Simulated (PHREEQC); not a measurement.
A solution holds 9.8 mmol/kgw CaSO4, 0.05 mmol/kgw Na2HPO4 and 0.00092 mmol/kgw H4SiO4, at 25 °C. Closed to the air; pH follows from the charge balance.

Computed with PHREEQC (ion-association model, wateq4f.dat).

```csv
quantity,before,after
pH,7.74,7.24
H3SiO4- (mol/kgw),8.70e-9,1.01e-8
SI of Quartz (SiO2),-2.06,-2.69
```

Name the change that produced these shifts.
A) temperature from 25 to 75 °C
B) Na2HPO4 from 5e-05 to 5.5e-05 mol/kgw
C) CaSO4 replaced by K2SO4 at the same molality
D) Na2HPO4 left out
E) diluted 100-fold with water

A, temperature from 25 to 75 °C

Precipitation was switched off in this run. Some of these states are supersaturated (in Hydroxyapatite, for instance). H3PO4, which wateq4f.dat lacks, is added to it with the constant of phreeqc.dat. Away from 25 °C the constants follow the database's enthalpies or fits; those with neither stay at their 25 °C values.
